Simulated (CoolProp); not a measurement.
The fluid at 298.15 K and 5.4 MPa (liquid) is heated at constant pressure to 362 K. The same conditions are run with several fluids, on thermodynamics alone (safety and materials aside).

Computed with CoolProp (reference Helmholtz-energy equation of state of each fluid (R1233zd(E): Akasaka 2022; octamethyltrisiloxane (MDM): Thol 2017; sulfur hexafluoride: Guder 2009; n-heptane: Span 2003; vinyl chloride: Thol 2022)).

```
fluid                        heat (kJ/kg)  final phase  final density (kg/m³)
---------------------------  ------------  -----------  ---------------------
R1233zd(E)                              …       liquid                      …
octamethyltrisiloxane (MDM)             …       liquid                      …
sulfur hexafluoride                   101            …                      …
n-heptane                             151       liquid                    631
vinyl chloride                        101       liquid                      …
```

Problem. Some entries are withheld; supply them.

Solution. 
- R1233zd(E), heat (kJ/kg): 78.9
- R1233zd(E), final density (kg/m³): 1120
- octamethyltrisiloxane (MDM), heat (kJ/kg): 118
- octamethyltrisiloxane (MDM), final density (kg/m³): 761
- sulfur hexafluoride, final phase: supercritical
- sulfur hexafluoride, final density (kg/m³): 423
- vinyl chloride, final density (kg/m³): 781
